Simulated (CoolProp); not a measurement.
Dimethyl ether at several states: fugacity coefficient from the reference equation and from simpler models built on Tc = 127.2 °C, pc = 5337 kPa, ω = 0.196; each cubic takes its own stable root.

The numbers come from the reference Helmholtz-energy equation of state, Wu 2011 in CoolProp.

| T (°C) | p (kPa) | phase | reference |
|---|---|---|---|
| 240.85 | 802 | gas | 0.9759 |
| -91.15 | 35.5 | liquid | 0.04460 |
| -117.25 | 11900 | liquid | 1.323e-5 |
| -39.45 | 1340 | liquid | 0.03878 |
| -21.45 | 25600 | liquid | 0.009324 |
| -102.35 | 23.6 | liquid | 0.02276 |

Problem. How far does each simpler model (Redlich-Kwong, Soave-Redlich-Kwong) lie from the reference over these 6 states: mean and median of the absolute difference, and the worst?

Solution. 
- Redlich-Kwong: mean 63.5 %, median 72.6 %, worst +91.2 % at -117.25 °C and 11900 kPa
- Soave-Redlich-Kwong: mean 2.7 %, median 1.0 %, worst +6.9 % at -21.45 °C and 25600 kPa
